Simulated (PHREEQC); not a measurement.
A solution holds 0.066 mol/kgw HCl, 0.14 mol/kgw NiSO4, 0.016 mol/kgw Na2SO4 and 0.0078 mol/kgw CdSO4, at 83 °C. Closed to the air; pH follows from the charge balance.

Equilibrium calculation in PHREEQC: ion-association model, wateq4f.dat.

```
Quantity                  Result
-----------------  -------------
pH                          2.08
ionic strength     0.350 mol/kgw
activity of water          0.994
total alkalinity    -66.0 meq/kg
```

| species | molality | activity | log γ |
|---|---|---|---|
| Ni+2 | 0.0824 | 0.0201 | -0.614 |
| Cl- | 0.0590 | 0.0377 | -0.195 |
| HSO4- | 0.0549 | 0.0363 | -0.179 |
| NiSO4 | 0.0545 | 0.0591 | 0.035 |
| SO4-2 | 0.0492 | 0.00995 | -0.694 |
| Na+ | 0.0300 | 0.0206 | -0.163 |
| H+ | 0.0111 | 0.00841 | -0.121 |
| CdCl+ | 0.00298 | 0.00209 | -0.153 |
| NiCl+ | 0.00270 | 0.00190 | -0.153 |
| NaSO4- | 0.00204 | 0.00140 | -0.163 |

No solid was allowed to form. Away from 25 °C the constants follow the database's enthalpies or fits; those with neither stay at their 25 °C values.
